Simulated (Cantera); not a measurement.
Source: NASA polynomial tables (part measured, part estimated), evaluated in Cantera. Values are per mole of reaction as written; species without (g) are pure solids or liquids, kept so even where they would boil at 1 bar.

### Question
Between 723 and 2073 K, where is each reaction favourable under standard conditions?
- 2 O(g) + 2 CaS = S₂(g) + 2 CaO

### Answer
- 2 O(g) + 2 CaS = S₂(g) + 2 CaO: ΔG° is -596 kJ at 723 K and -401 kJ at 2073 K; it stays negative (K > 1). ΔH° is -703 kJ and ΔS° -146 J/K at 2073 K.
